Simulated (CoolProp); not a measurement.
Carbon monoxide at 309 K and 1.82 MPa is throttled through a valve to 0.346 MPa with no heat exchange. Each further row changes one setting.

Values from CoolProp's reference Helmholtz-energy equation of state, Lemmon 2006. It is a short technical equation, of lower accuracy than the large ones.

```
case                       temperature change (K)  final density (kg/m³)
-------------------------  ----------------------  ---------------------
as stated                              (withheld)                   3.82
outlet pressure 0.104 MPa              (withheld)             (withheld)
outlet pressure 0.45 MPa               (withheld)             (withheld)
```

### Question
Fill in the missing entries.

### Answer

- as stated, temperature change (K): -3.4
- outlet pressure 0.104 MPa, temperature change (K): -4.0
- outlet pressure 0.104 MPa, final density (kg/m³): 1.15
- outlet pressure 0.45 MPa, temperature change (K): -3.1
- outlet pressure 0.45 MPa, final density (kg/m³): 4.96
